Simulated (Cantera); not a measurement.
Input (Python, Cantera):

```python
import numpy as np
import cantera as ct

gas = ct.Solution("h2o2.yaml")


def delay(T, t_max=10):
    gas.TPX = T, 1100000, {'H2': 1, 'O2': 0.294, 'N2': 1.11}
    reactor = ct.IdealGasReactor(gas, clone=False)
    net = ct.ReactorNet([reactor])
    net.rtol, net.atol = 1e-8, 1e-16
    while net.time < t_max:
        t_old, T_old = net.time, reactor.T
        net.step()
        if reactor.T > T + 400:  # ignition: a rise of 400 K
            return t_old + (T + 400 - T_old) / (reactor.T - T_old) * (net.time - t_old)
    return np.nan


taus = []
for T in [1025, 1100, 1175, 1250, 1325, 1400, 1475, 1550, 1625]:
    taus.append(delay(T))
    print(f"T0 = {T:6g} K   tau = {taus[-1]:.4e} s")

# d ln(tau) / d ln(k), from doubling and halving each rate constant
T, sens = 1325, []
for i in range(gas.n_reactions):
    gas.set_multiplier(2.0, i)
    up = delay(T)
    gas.set_multiplier(0.5, i)
    down = delay(T)
    gas.set_multiplier(1.0, i)
    sens.append((np.log(up / down) / np.log(4.0), gas.reaction(i).equation))
sens.sort(key=lambda x: -abs(x[0]))
print(f"sensitivities at {T} K")
for s, eq in sens[:10]:
    print(f"{s:8.3f}  {eq}")
```

It prints:

```
T0 =   1025 K   tau = 3.5163e-03 s
T0 =   1100 K   tau = 6.9113e-04 s
T0 =   1175 K   tau = 1.2769e-04 s
T0 =   1250 K   tau = 1.5946e-05 s
T0 =   1325 K   tau = 4.0893e-06 s
T0 =   1400 K   tau = 2.2402e-06 s
T0 =   1475 K   tau = 1.5092e-06 s
T0 =   1550 K   tau = 1.1176e-06 s
T0 =   1625 K   tau = 8.7560e-07 s
sensitivities at 1325 K
  -1.682  H + O2 <=> O + OH
   0.727  H + O2 + M <=> HO2 + M
   0.468  H + O2 + N2 <=> HO2 + N2
  -0.127  H2 + O <=> H + OH
  -0.113  H + HO2 <=> 2 OH
   0.090  H + O2 + O2 <=> HO2 + O2
  -0.063  H2 + OH <=> H + H2O
  -0.032  H + H2O2 <=> H2 + HO2
  -0.022  H + HO2 <=> H2 + O2
  -0.005  2 OH (+M) <=> H2O2 (+M)
```

Cantera simulation using the H2/O2 subset of GRI-Mech 3.0, which has no nitrogen chemistry; the numbers are that mechanism's predictions, not measurements. The hydrogen kinetics of GRI-Mech 3.0 are dated; newer H2 mechanisms differ, most at raised pressure.
